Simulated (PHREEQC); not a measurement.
Solution A (0.38 mmol/kgw Ag2SO4 and 5.5 mmol/kgw KNO3) is mixed with solution B (0.011 mol/kgw LiOH and 0.00066 mol/kgw H2SiF6) at 25 °C; shares are by mass of water, 1 kg in all. O2 is buffered at 0.21 atm. The system is closed to CO2. Solids allowed: Ag2O, Ag2SO4, SiO2(a). Others were left out.

Model: ion-association model, wateq4f.dat, run in PHREEQC.

Question: Predict pH, Ag+ (mol/kgw), H3SiO4- (mol/kgw) at share of solution B = 0, 0.4, 0.5, 1.

Answer: 
| share of solution B | pH | Ag+ (mol/kgw) | H3SiO4- (mol/kgw) |
|---|---|---|---|
| 0 | 6.99 | 0.000754 | 0 |
| 0.4 | 11.28 | 1.12e-5 | 0.000252 |
| 0.5 | 11.41 | 8.40e-6 | 0.000315 |
| 1 | 11.75 | 0 | 0.000621 |

SiF6-2 is the database's only silicon fluoride.
